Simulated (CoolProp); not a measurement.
Vapour-liquid equilibrium of propane (1) + n-perfluorobutane (2) at 0.405 MPa; x and y are mole fractions of (1).

Computed with CoolProp (multi-fluid Helmholtz-energy mixture model, Lemmon 2009 and Gao 2022; pair parameters Bell 2016).

```
x     bubble temperature (K)  y at the bubble point  dew temperature at overall composition x (K)  liquid density (mol/L)
----  ----------------------  ---------------------  --------------------------------------------  ----------------------
0.05                   301.8                  0.267                                         310.0                   6.340
0.2               (withheld)                  0.648                                         304.5                   7.090
0.35                   274.7                  0.759                                         298.2                   7.745
0.5                    271.6             (withheld)                                         291.0                   8.435
0.65                   270.0                  0.831                                    (withheld)                   9.260
0.8                    268.8                  0.870                                         271.8                   10.30
0.95                   268.0                  0.951                                         268.0                   11.63
```

Task: Complete the blanks.

Result: 
- 0.2, bubble temperature (K): 282.4
- 0.5, y at the bubble point: 0.802
- 0.65, dew temperature at overall composition x (K): 282.3

No azeotrope shows between x = 0.05 and 0.95.

The pair parameters rest on a limited set of measurements; away from them the model extrapolates. With so large a gap from Raoult's law the liquid may split in two, which this calculation doesn't test in full.
